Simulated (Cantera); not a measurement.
Feed: 1 mol Si, 2.6 mol N₂O, 68 mol N₂, 0.045 mol CO₂, equilibrated at 0.100 bar.

Cantera equilibrium calculation (NASA polynomials, part measured and part estimated; ideal gas, pure solids and liquids). Candidate condensed phases: C, Si, SiC, SiO₂, Si₂N₂O, Si₃N₄; 34 gas species. The tables hold silica as quartz up to 1696 K and as liquid above; real silica turns to tridymite and cristobalite and melts near 1996 K. The numbers say what is thermodynamically allowed, not how fast it happens.

x: gas mole fraction; n: condensed amount in mol.

```tsv
T (K)	x N₂	x O₂	x NO	x CO₂	x O	n SiO₂(β-quartz)	n SiO₂(condensed)
1275	0.995	0.00420	___	0.000634	2.29e-8	1.00	0
1375	0.995	0.00418	___	0.000634	1.30e-7	1.00	0
1475	0.995	0.00414	___	0.000634	5.84e-7	1.00	0
1575	0.995	0.00409	___	0.000634	2.17e-6	1.00	0
1675	0.995	0.00402	___	0.000633	6.85e-6	1.00	0
1775	0.995	0.00393	___	0.000629	1.90e-5	0	1.000
1875	0.995	0.00381	___	0.000620	4.70e-5	0	1.000
```

### Question
Some entries are withheld; supply them.

### Answer

- 1275, x NO: 5.33e-5
- 1375, x NO: 9.96e-5
- 1475, x NO: 0.000171
- 1575, x NO: 0.000272
- 1675, x NO: 0.000409
- 1775, x NO: 0.000586
- 1875, x NO: 0.000803
